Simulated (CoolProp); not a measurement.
The fluid at 298.15 K and 1.66 MPa flows at 0.39 m/s in a round tube of 20 mm bore and 45 µm roughness, fully developed (64/Re and Nu = 3.66 if laminar; Colebrook and Gnielinski if turbulent). The same conditions are run with several fluids, on thermodynamics alone (safety and materials aside).

Values from CoolProp's reference Helmholtz-energy equation of state of each fluid (methanol: de Reuck 1993; n-decane: Lemmon 2006; R22: Kamei 1995; ammonia: Gao 2020; n-octane: Beckmüller 2019).

```tsv
fluid	Reynolds number	Darcy friction factor	pressure drop (Pa/m)	heat-transfer coefficient (W/(m² K))	mass flow (kg/h)
methanol	11200	0.0334	100	936	348
n-decane	6570	0.0373	103	464	321
R22	72300	0.0263	119	1360	527
ammonia	35600	0.0280	64.3	3350	266
n-octane	10500	0.0338	90.0	610	309
```

Transport values come from each fluid's own correlations; those of R22 are estimates that may be off by 10 % or more.
